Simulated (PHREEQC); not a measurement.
Make-up at 25 °C: 1.3 mol LiCl and 4.3 mol CaCl2 per kg of water. It is in equilibrium with CO2 at log p = -3.5 (atm). Otherwise closed; pH follows from the charge balance.

All values are PHREEQC results (Pitzer model, pitzer.dat), not measurements.

The ionic strength comes out as 14.2 mol/kgw. What activity coefficients do Cl-, Li+, Ca+2 get?

Cl- 0.86, Li+ 52, Ca+2 300. Single-ion values are on the MacInnes scale.

No solid was allowed to form. In brines, pH and single-ion activities rest on the MacInnes convention.
